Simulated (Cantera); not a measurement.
Input (Python, Cantera):

```python
import numpy as np
import cantera as ct

gas = ct.Solution("gri30.yaml")
gas.TPX = 1575, 450000, {'CH2O': 0.0031, 'O2': 0.018, 'N2': 1}
inlet = ct.Reservoir(gas, clone=True)

reactor = ct.IdealGasConstPressureReactor(gas, energy="off", clone=False)
exhaust = ct.Reservoir(gas, clone=True)
tau = [28, 7.4, 1.9, 0.51, 0.13, 0.035, 0.0091, 0.0024, 0.00063][0]
for a, b in ((inlet, reactor), (reactor, exhaust)):
    ct.MassFlowController(a, b, mdot=lambda t: reactor.mass / tau)
net = ct.ReactorNet([reactor])
show = ['CH2O', 'O2', 'HCN', 'CH4', 'C2H4', 'NO2', 'NO']

rows = []
print(f"{'tau/s':>10s}{'T/K':>9s}" + "".join(f"{s:>11s}" for s in show))
for tau in [28, 7.4, 1.9, 0.51, 0.13, 0.035, 0.0091, 0.0024, 0.00063]:
    net.initial_time = 0.0
    net.advance(30 * tau)
    before = gas.X
    net.advance(40 * tau)
    drift = np.max(np.abs(gas.X - before) / (gas.X + 1e-9))
    rows.append([gas.T, *gas[show].X, drift])
    print(f"{tau:10.3e}{gas.T:9.1f}" + "".join(f"{x:11.3e}" for x in gas[show].X))
```

Output:

```
     tau/s      T/K       CH2O         O2        HCN        CH4       C2H4        NO2         NO
 2.800e+01   1575.0  1.169e-08  1.458e-02  1.133e-18  1.511e-19  9.818e-31  3.014e-08  9.492e-06
 7.400e+00   1575.0  3.456e-08  1.459e-02  5.014e-18  6.537e-19  1.125e-29  2.257e-08  5.004e-06
 1.900e+00   1575.0  9.550e-08  1.459e-02  2.559e-17  3.726e-18  1.668e-28  2.519e-08  3.615e-06
 5.100e-01   1575.0  2.435e-07  1.459e-02  1.230e-16  2.539e-17  3.229e-27  3.293e-08  3.275e-06
 1.300e-01   1575.0  6.223e-07  1.460e-02  5.889e-16  2.227e-16  9.273e-26  4.196e-08  3.305e-06
 3.500e-02   1575.0  1.477e-06  1.462e-02  2.378e-15  2.112e-15  2.858e-24  4.304e-08  3.240e-06
 9.100e-03   1575.0  3.438e-06  1.469e-02  8.397e-15  2.532e-14  1.150e-22  3.071e-08  2.617e-06
 2.400e-03   1575.0  7.668e-06  1.483e-02  2.612e-14  3.185e-13  4.743e-21  1.484e-08  1.615e-06
 6.300e-04   1575.0  1.738e-05  1.508e-02  1.112e-13  3.720e-12  1.899e-19  5.426e-09  7.927e-07
```

Cantera simulation using GRI-Mech 3.0 (53 species, 325 reactions); the numbers are that mechanism's predictions, not measurements.
